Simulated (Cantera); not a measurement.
Feed: 1 mol SiF4, 2 mol CH4, 190 mol H2, at 1450 °C and 1.00 bar.

Method: chemical equilibrium by Gibbs-energy minimisation in Cantera with the NASA 1993 tables (ideal gas, pure condensed phases). Candidate condensed phases: C, C6H6, C7H8, C8H18, Si, SiC; 113 gas species. The tables' values for SiF3, SiF2 are old estimates; treat these amounts as uncertain. The numbers say what is thermodynamically allowed, not how fast it happens.

Base state: H2 0.987, HF 0.00814, SiF4 0.00189, SiF3 0.000981, CH4 0.000980, SiHF3 0.000451, SiF2 0.000207, H 0.000181 (mole fractions); condensed: C(graphite) + SiC(s).

Q: What changes in the equilibrium state with this change: SiF4 replaced by Si(CH3)4?

A: 
```json
[
 {"species": "H2", "before": "0.987", "after": "0.999"},
 {"species": "CH4", "before": "0.000980", "after": "0.00100"},
 {"species": "H", "before": "0.000181", "after": "0.000182"},
 {"species": "HF", "before": "0.00814", "after": "0"},
 {"species": "SiF4", "before": "0.00189", "after": "0"},
 {"species": "SiF3", "before": "0.000981", "after": "0"},
 {"species": "SiHF3", "before": "0.000451", "after": "0"},
 {"species": "SiF2", "before": "0.000207", "after": "0"},
 {"species": "SiH2F2", "before": "4.74e-5", "after": "0"},
 {"species": "C(graphite), mol", "before": "1.47", "after": "4.76"},
 {"species": "SiC(s), mol", "before": "0.302", "after": "1.000"}
]
```

Q: What changes in the equilibrium state with this change: SiF4 replaced by SiH2Cl2?

A: 
```tsv
species	before	after
H2	0.987	0.989
HCl	0	0.0102
CH4	0.000980	0.000983
HF	0.00814	0
SiF4	0.00189	0
SiF3	0.000981	0
SiHF3	0.000451	0
SiF2	0.000207	0
C(graphite), mol	1.47	0.772
SiC(s), mol	0.302	0.999
```
